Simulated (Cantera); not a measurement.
Mixture: 7.84 % CH₄, 19.4 % O₂, 72.8 % N₂, equivalence ratio 0.81, at 1.00 bar, adiabatic and at constant volume. Ignition delay is the time to a rise of 400 K.

Cantera simulation using GRI-Mech 3.0 (53 species, 325 reactions); the numbers are that mechanism's predictions, not measurements.

Predict: delay at 1125 K; delay at 1275 K; delay at 1425 K; delay at 1575 K; apparent activation energy between 1500 and 1650 K.


```json
{
 "delay at 1125 K": "0.121 s",
 "delay at 1275 K": "13.9 ms",
 "delay at 1425 K": "2.25 ms",
 "delay at 1575 K": "0.520 ms",
 "apparent activation energy between 1500 and 1650 K": "180 kJ/mol"
}
```
